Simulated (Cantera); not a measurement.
A perfectly stirred reactor is fed with CH4 : H2O = 1 : 2.9 (molar parts), at 1400000 Pa; it is held at 1500 K, and followed from long to short residence time.

Computed with Cantera and GRI-Mech 3.0 (53 species, 325 reactions). The pressure lies above the range GRI-Mech 3.0 was tuned for (to about 10 atm).

Predict: x(CH4) at τ = 23.0 s; x(H2O) at τ = 23.0 s; x(CO) at τ = 23.0 s; x(CH2O) at τ = 23.0 s; x(H) at τ = 23.0 s; x(CH4) at τ = 0.440 s; x(H2O) at τ = 0.440 s; x(CO) at τ = 0.440 s; x(CH2O) at τ = 0.440 s; x(H) at τ = 0.440 s.


- x(CH4) at τ = 23.0 s: 0.0881
- x(H2O) at τ = 23.0 s: 0.441
- x(CO) at τ = 23.0 s: 0.0727
- x(CH2O) at τ = 23.0 s: 5.60e-7
- x(H) at τ = 23.0 s: 2.83e-6
- x(CH4) at τ = 0.440 s: 0.143
- x(H2O) at τ = 0.440 s: 0.633
- x(CO) at τ = 0.440 s: 0.0121
- x(CH2O) at τ = 0.440 s: 2.77e-6
- x(H) at τ = 0.440 s: 1.79e-6
